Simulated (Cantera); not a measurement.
A Cantera script and what it prints.

```python
import numpy as np
import cantera as ct

gas_names = [...]  # 136 gases of nasa_gas.yaml made of C, H, N, O
cond_names = """
    C(gr) C6H6(L) C7H8(L) C8H18(L),n-octa H2O(s) H2O(L)
""".split()


# ... load() reads the species with a 1 bar reference pressure and builds the phases ...
atoms = {
    'CO2': {'C': 1, 'O': 2},
    'H2': {'H': 2},
    'N2': {'N': 2},
}
top_T = {'C(gr)': 4500}  # K; cautious upper limits of use, not melting points


# ... equilibrate(T, P, feed) seeds the gas with the atoms and calls Mixture.equilibrate('TP', solver="vcs", rtol=1e-11, max_steps=5000) ...
results = []
feed = {'CO2': 1, 'H2': 0.038, 'N2': 11}  # mol
P = 1333.22  # Pa
for T in [1523, 1623, 1723, 1823, 1923, 2023, 2123]:
    mix = equilibrate(T, P, feed)
    results.append((T, P, feed, dict(zip(mix.species_names, mix.species_moles))))

top = {s: max(r[3][s] / sum(r[3][g] for g in gas_names) for r in results) for s in gas_names}
cols = sorted((s for s in top if top[s] > 0.0001), key=lambda s: -top[s])[:5]
seen = [c for c in cond_names if any(r[3].get(c, 0) > 1e-12 for r in results)]
print("log10 of partial pressures in bar; condensed amounts in mol")
print(f"{'T/K':>10s}" + "".join(f"{s[:9]:>10s}" for s in cols + seen))
for T, P, feed, n in results:
    ng = sum(n[g] for g in gas_names)
    print(f"{T:10.4g}" + "".join(f"{np.log10(max(n[s] / ng * P / 1e5, 1e-99)):10.3f}" for s in cols)
          + "".join(f"{n.get(c, 0):10.4g}" for c in seen))
```

It prints:

```
log10 of partial pressures in bar; condensed amounts in mol
       T/K        N2       CO2        CO        O2       H2O
      1523    -1.914    -2.972    -4.381    -7.509    -4.382
      1623    -1.914    -2.973    -4.368    -6.352    -4.383
      1723    -1.914    -2.976    -4.297    -5.455    -4.385
      1823    -1.915    -2.986    -4.133    -4.874    -4.394
      1923    -1.916    -3.006    -3.929    -4.493    -4.410
      2023    -1.917    -3.039    -3.728    -4.215    -4.441
      2123    -1.919    -3.090    -3.547    -4.004    -4.495
```

Method: chemical equilibrium by Gibbs-energy minimisation in Cantera with the NASA 1993 tables (ideal gas, pure condensed phases).
